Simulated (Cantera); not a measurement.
Input: 1 mol SiCl4, 20 mol NH3, equilibrated at 1350 °C and 750 Pa.

Method: chemical equilibrium by Gibbs-energy minimisation in Cantera with the NASA 1993 tables (ideal gas, pure condensed phases). Candidate condensed phases: NH4Cl, Si, Si3N4; 28 gas species. The tables' values for SiCl3, SiCl are old estimates; treat these amounts as uncertain. The numbers say what is thermodynamically allowed, not how fast it happens.

Base state: H2 0.683, N2 0.232, HCl 0.0734, SiCl2 0.0111, H 0.000660, SiCl3 0.000103, Cl 5.59e-5, SiCl 1.79e-5 (mole fractions); condensed: Si3N4(s).

**Question.** What changes in the equilibrium state with this change: NH3 from 20 to 7.2 mol?

**Answer.** 
| species | before | after |
|---|---|---|
| H2 | 0.683 | 0.592 |
| N2 | 0.232 | 0.214 |
| HCl | 0.0734 | 0.142 |
| SiCl2 | 0.0111 | 0.0502 |
| SiCl4 | 2.21e-6 | 4.31e-5 |
| SiCl3 | 0.000103 | 0.000963 |
| SiHCl3 | 3.19e-6 | 2.79e-5 |
| Si3N4(s), mol | 0.177 | 0.0546 |

**Question.** What changes in the equilibrium state with this change: temperature from 1350 °C to 1500 °C?

**Answer.** 
```tsv
species	before	after
H2	0.683	0.681
N2	0.232	0.238
HCl	0.0734	0.0603
SiCl2	0.0111	0.0171
Si	8.38e-6	0.000285
SiH	1.20e-6	2.51e-5
Si3N4(s), mol	0.177	0
Si(l), mol	0	0.254
```
The tables' values for SiCl, SiCl3 are old estimates; treat these amounts as uncertain. Gases not in the tables: Si2H6 and higher silanes.
